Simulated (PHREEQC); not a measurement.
CaCl2 is added in steps, without added water, to 1 kg of water holding 0.099 mol CuCl2, 0.067 mol HNO3 and 0.025 mol Na2SO4, at 25 °C. O2 is buffered at 0.21 atm. CO2 from the air is kept out. Solids allowed: Gypsum, Portlandite, Cu(OH)2, Brochantite, Antlerite, Atacamite, Cu2(OH)3NO3, Halite, Mirabilite, Chalcanthite. Others were left out.

Base run: PHREEQC, ion-association model, wateq4f.dat. Each further column changes one thing. The table gives CaSO4 (mol/kgw).

```
CaCl2 added (mol)     base  Na2SO4 from 0.025 to 0.005 mol/kgw  CuCl2 left out  no solid may form
-----------------  -------  ----------------------------------  --------------  -----------------
0                        0                                   0               0                  0
0.01875            0.00128                            0.000265         0.00248            0.00128
0.03125            0.00201                            0.000412             [?]            0.00201
0.05               0.00294                                 [?]         0.00476            0.00294
0.06875            0.00374                                 [?]         0.00496            0.00374
0.08125            0.00420                            0.000846         0.00493            0.00420
0.1                0.00464                            0.000967             [?]            0.00483
0.1187             0.00460                             0.00107         0.00483            0.00538
0.1313             0.00457                             0.00114         0.00480            0.00571
0.15               0.00452                             0.00122             [?]            0.00617
0.1688             0.00448                             0.00130         0.00470            0.00658
0.1812             0.00445                             0.00135         0.00467            0.00683
0.2                0.00440                             0.00142         0.00462            0.00719
```

Problem. What belongs in the gaps?

Solution. 
- 0.03125, CuCl2 left out: 0.00357
- 0.05, Na2SO4 from 0.025 to 0.005 mol/kgw: 0.000599
- 0.06875, Na2SO4 from 0.025 to 0.005 mol/kgw: 0.000755
- 0.1, CuCl2 left out: 0.00488
- 0.15, CuCl2 left out: 0.00475

The ionic strength passes 0.7 mol/kgw, the rough limit of the ion-association models, in part of: base; Na2SO4 from 0.025 to 0.005 mol/kgw; no solid may form.  In at least one series the solution becomes supersaturated in solids that the run did not let form, among them Gypsum. Solids allowed in the column 'CuCl2 left out': Gypsum, Portlandite, Halite, Mirabilite.
